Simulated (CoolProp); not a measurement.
Acetone along the isotherm 422.7 K: fugacity coefficient from the reference equation and from simpler models built on Tc = 508.1 K, pc = 4.692 MPa, ω = 0.307; each cubic takes its own stable root.

The numbers come from the reference Helmholtz-energy equation of state, Lemmon 2006 in CoolProp. It is a short technical equation, of lower accuracy than the large ones.

| p (MPa) | phase | reference | Redlich-Kwong | Soave-Redlich-Kwong |
|---|---|---|---|---|
| 0.503 | gas | 0.9176 | 0.9390 | 0.9339 |
| 1.01 | gas | 0.8352 | 0.8780 | 0.8677 |
| 1.51 | liquid | 0.6175 | 0.8178 | 0.6576 |
| 2.01 | liquid | 0.4701 | 0.6271 | 0.5027 |
| 2.51 | liquid | 0.3815 | 0.5115 | 0.4096 |
| 3.02 | liquid | 0.3213 | 0.4331 | 0.3464 |
| 3.52 | liquid | 0.2793 | 0.3783 | 0.3023 |
| 4.02 | liquid | 0.2478 | 0.3373 | 0.2693 |
| 4.52 | liquid | 0.2233 | 0.3054 | 0.2436 |
| 5.03 | liquid | 0.2034 | 0.2794 | 0.2227 |
| 5.53 | liquid | 0.1874 | 0.2587 | 0.2060 |
| 6.03 | liquid | 0.1741 | 0.2414 | 0.1921 |
| 6.54 | liquid | 0.1627 | 0.2266 | 0.1801 |
| 7.04 | liquid | 0.1531 | 0.2142 | 0.1702 |

At some of these states Redlich-Kwong gives the other phase, because its saturation line lies elsewhere.
